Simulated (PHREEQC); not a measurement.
Make-up at 80 °C: 0.012 mol/kgw NaH2PO4, 0.012 mol/kgw Na2SO4 and 0.29 mol/kgw NaCl. Closed to the air; pH follows from the charge balance.

Model: ion-association model, phreeqc.dat, run in PHREEQC.

| Item | Result |
|---|---|
| pH | 4.54 |
| ionic strength | 0.331 mol/kgw |
| activity of water | 0.989 |
| specific conductance | 72400 µS/cm |
| density | 0.985 g/cm³ |

```
species  molality  activity   log γ
-------  --------  --------  ------
Na+         0.322     0.225  -0.156
Cl-         0.290     0.189  -0.187
H2PO4-     0.0118   0.00818  -0.160
SO4-2     0.00821   0.00172  -0.679
NaSO4-    0.00376   0.00260  -0.160
HPO4-2   0.000107   2.30e-5  -0.666
H3PO4     5.56e-5   6.00e-5   0.033
H+        3.77e-5   2.86e-5  -0.119
```

Precipitation was switched off in this run. Complexes and solids missing from the database can't appear. Away from 25 °C the constants follow the database's enthalpies or fits; those with neither stay at their 25 °C values.
